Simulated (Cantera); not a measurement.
A Cantera script and its output.

```python
import numpy as np
import cantera as ct

gas = ct.Solution("h2o2.yaml")
gas.TP = 300, 101325
flame = ct.CounterflowDiffusionFlame(gas, width=0.02)
flame.fuel_inlet.X, flame.fuel_inlet.T = {'H2': 1}, 525
flame.oxidizer_inlet.X, flame.oxidizer_inlet.T = {'O2': 0.18, 'N2': 0.82}, 650
flame.set_refine_criteria(ratio=3, slope=0.12, curve=0.24, prune=0.03)
show = ['OH', 'H', 'H2O', 'HO2']

rows = []
print(f"{'mdot':>8s}{'a_max':>10s}{'a_mean':>10s}{'Tmax/K':>9s}" + "".join(f"{s:>11s}" for s in show) + "   (peak mole fractions)")
for i, mdot in enumerate([0.61, 0.82, 1.1, 1.5, 2, 2.7, 3.6, 4.8, 6.4]):  # kg/m2/s on the oxidiser side
    flame.oxidizer_inlet.mdot, flame.fuel_inlet.mdot = mdot, 0.3 * mdot
    flame.solve(loglevel=0, auto=(i == 0))
    if flame.T.max() < max(525, 650) + 100:
        print(f"{mdot:8.3g}  no burning solution found from the previous one")
        break
    dT = np.abs(np.gradient(flame.T, flame.grid))
    rows.append([flame.strain_rate("max"), flame.strain_rate("mean"), flame.T.max(),
                 *(flame.X[gas.species_index(s)].max() for s in show), max(dT[0], dT[-1]) / dT.max()])
    print(f"{mdot:8.3g}{rows[-1][0]:10.1f}{rows[-1][1]:10.1f}{rows[-1][2]:9.1f}" + "".join(f"{x:11.3e}" for x in rows[-1][3:-1]))
```

Output:

```
    mdot     a_max    a_mean   Tmax/K         OH          H        H2O        HO2   (peak mole fractions)
    0.61    1011.0     252.1   2351.6  1.757e-02  1.795e-02  2.430e-01  4.929e-05
    0.82    1350.7     339.0   2309.6  1.757e-02  1.994e-02  2.404e-01  5.876e-05
     1.1    1801.9     454.7   2275.3  1.786e-02  2.229e-02  2.383e-01  6.825e-05
     1.5    2440.7     620.0   2224.7  1.769e-02  2.459e-02  2.363e-01  7.850e-05
       2    3223.6     826.7   2177.4  1.749e-02  2.708e-02  2.342e-01  8.885e-05
     2.7    4319.6    1116.1   2127.0  1.719e-02  2.993e-02  2.321e-01  1.002e-04
     3.6    5759.7    1488.1   2076.2  1.675e-02  3.278e-02  2.300e-01  1.112e-04
     4.8    7672.3    1984.1   2027.6  1.629e-02  3.590e-02  2.277e-01  1.217e-04
     6.4   10253.5    2645.5   1971.6  1.563e-02  3.854e-02  2.254e-01  1.315e-04
```

Model: the H2/O2 subset of GRI-Mech 3.0, which has no nitrogen chemistry, integrated in Cantera. The maximum strain rate includes the flame's own expansion and is several times the mean.
